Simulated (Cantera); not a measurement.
A perfectly stirred reactor is fed with 27.0 % H₂, 73.0 % O₂, at 3.98 Torr; it is held at 1450 K, and followed from long to short residence time.

Cantera simulation using GRI-Mech 3.0 (53 species, 325 reactions); the numbers are that mechanism's predictions, not measurements. Radical loss at walls, strong at low pressure, is not modelled. The temperature is held fixed by assumption; the heat of reaction is taken as removed at once.

x: mole fraction; the columns are a selection and need not sum to one.

```tsv
τ (s)	x H₂	x O₂	x H	x HO₂	x O	x OH
3.4	0.00183	0.677	0.00204	___	0.00843	0.00830
1.7	0.00284	0.672	0.00400	___	0.0132	0.0103
0.86	0.00431	0.664	0.00761	___	0.0203	0.0126
0.43	0.00641	0.653	0.0142	2.40e-6	0.0307	0.0153
0.22	0.00900	0.638	0.0245	2.51e-6	0.0442	0.0179
0.11	0.0119	0.619	0.0393	2.49e-6	0.0607	0.0203
0.055	0.0146	0.601	0.0555	2.40e-6	0.0767	0.0220
0.028	0.0167	0.588	0.0688	2.31e-6	0.0884	0.0231
0.014	0.0185	0.579	0.0779	2.24e-6	0.0955	0.0238
0.0071	0.0208	0.576	0.0831	2.19e-6	0.0980	0.0243
0.0036	0.0245	0.576	0.0858	2.16e-6	0.0969	0.0250
```

Question: Complete the blanks.

Answer: 
- 3.4, x HO₂: 1.56e-6
- 1.7, x HO₂: 1.89e-6
- 0.86, x HO₂: 2.19e-6
